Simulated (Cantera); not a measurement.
An isothermal, constant-pressure homogeneous reactor starts with 8.33 % C₂H₆, 91.7 % N₂, at 1575 K and 100000 Pa.

Cantera simulation using GRI-Mech 3.0 (53 species, 325 reactions); the numbers are that mechanism's predictions, not measurements. GRI-Mech 3.0 stops at C3 and has no aromatics, soot or wall deposition, so with more carbon than oxygen in the feed, carbon stays in small species such as C2H2 where larger ones or solid carbon would form.

One state of this run: x C₂H₆ = 8.56e-7; x CH₂ = 1.21e-9; x C₂H = 2.27e-8; x C₂H₄ = 0.00127; x CH₄ = 0.00507; x CH₃ = 1.17e-5. x: mole fraction; the columns are a selection and need not sum to one.

Task: Which value of t (s) does it belong to?
A) 1.83
B) 9.03e-5
C) 0.0672
D) 16.6

Result: D, 16.6
